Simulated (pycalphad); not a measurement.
Source of the numbers: pycalphad with the COST 507 light-alloy database (1999); pressure 1 atm. The database dates from 1999; later assessments differ in places, in temperatures and in the compounds included. Amounts are mole fractions of atoms. Kinetics are ignored, which matters at the lower temperatures.

Problem. Give the equilibrium state of Ti-89.3B (at.%) at 2302 °C.

Solution. LIQUID, fraction 0.815, with 94.4 B at.%; B2M, fraction 0.185, with 66.7 B at.%.

Problem. Give the equilibrium state of Ti-89.3B (at.%) at 352 °C.

Solution. BETA_RHOMBO_B, fraction 0.679, with 100 B at.%; B2M, fraction 0.321, with 66.7 B at.%.

Database names, with the compositions (at.%) that they take in these runs: B2M: B 67 Ti 33. BETA_RHOMBO_B is β-boron.
